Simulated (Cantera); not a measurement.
A freely propagating, adiabatic, planar premixed flame of CH4 : C2H6 : O2 : N2 = 1 : 0.043 : 2.15 : 9.25 (molar parts), equivalence ratio 1.0, unburnt at 350 K and 3.85 atm; mixture-averaged transport, grid criteria slope 0.08 and curve 0.16, no radiation.

Cantera simulation using GRI-Mech 3.0 (53 species, 325 reactions); the numbers are that mechanism's predictions, not measurements. Burning velocities carry a grid error of a few per cent, more on coarse grids.

**Question.** Predict: laminar burning velocity; thermal thickness; peak x(C2H2); peak x(H2).

**Answer.** 
| Property | Result |
|---|---|
| laminar burning velocity | 20.8 cm/s |
| thermal thickness | 0.212 mm |
| peak x(C2H2) | 0.000178 |
| peak x(H2) | 0.0111 |
